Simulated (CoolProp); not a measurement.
Neopentane at 293.15 K and 14.1 MPa is throttled through a valve to 8.26 MPa with no heat exchange. Each further row changes one setting.

Values from CoolProp's reference Helmholtz-energy equation of state, Lemmon 2006. It is a short technical equation, of lower accuracy than the large ones.

| case | temperature change (K) | final density (kg/m³) |
|---|---|---|
| as stated | +2.4 | ___ |
| outlet pressure 2.48 MPa | ___ | 589 |
| outlet pressure 10.7 MPa | ___ | ___ |

Question: What belongs in the gaps?

Answer: 
- as stated, final density (kg/m³): 600
- outlet pressure 2.48 MPa, temperature change (K): +4.5
- outlet pressure 10.7 MPa, temperature change (K): +1.4
- outlet pressure 10.7 MPa, final density (kg/m³): 605
